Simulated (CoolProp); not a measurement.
Properties of R1132(E) along the isotherm 351.2 K.

Values from CoolProp's reference Helmholtz-energy equation of state, Akasaka 2024.

```
p (MPa)          phase  density (kg/m³)  cp (kJ/(kg K))  cv (kJ/(kg K))  isothermal compressibility (1/MPa)  fugacity coefficient
-------  -------------  ---------------  --------------  --------------  ----------------------------------  --------------------
0.0206             gas           0.4524           1.031          0.9006                               48.61                0.9986
0.0347             gas           0.7627           1.032          0.9009                               28.88                0.9977
0.0585             gas            1.288             [?]          0.9014                               17.16                0.9962
0.0988             gas            2.181           1.036          0.9023                               10.19                0.9935
0.167              gas            3.703             [?]          0.9038                               6.055                0.9891
0.281              gas            6.279           1.049          0.9064                               3.627                0.9816
0.475              gas            10.76           1.062             [?]                               2.176                0.9690
0.801              gas            18.58           1.088          0.9188                               1.323                0.9479
1.35               gas              [?]           1.139          0.9332                              0.8236                0.9127
2.28               gas            60.13           1.261          0.9621                                 [?]                0.8537
3.85               gas            124.8           1.738           1.032                              0.4357                0.7547
6.5      supercritical            653.7             [?]           1.137                             0.08461                0.5629
```

Question: Some entries are withheld; supply them.

Answer: 
- 0.0585, cp (kJ/(kg K)): 1.034
- 0.167, cp (kJ/(kg K)): 1.041
- 0.475, cv (kJ/(kg K)): 0.9109
- 1.35, density (kg/m³): 32.69
- 2.28, isothermal compressibility (1/MPa): 0.5406
- 6.5, cp (kJ/(kg K)): 3.443
